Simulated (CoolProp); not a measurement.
Vapour-liquid equilibrium of n-hexane (1) + o-xylene (2) at 72.95 °C; x and y are mole fractions of (1).

Computed with CoolProp (multi-fluid Helmholtz-energy mixture model, Thol 2019 and Zhou 2012; pair parameters Bell 2016).

Task: Give the bubble pressure and the first vapour's composition at x = 0.2, 0.5, 0.8. Is there an azeotrope?

Result: x = 0.2: 34.39 kPa, y = 0.771; x = 0.5: 66.20 kPa, y = 0.919; x = 0.8: 95.17 kPa, y = 0.974. No azeotrope shows between x = 0.05 and 0.95.

Pair parameters are fitted to limited data, so mixtures are less certain than the pure fluids.
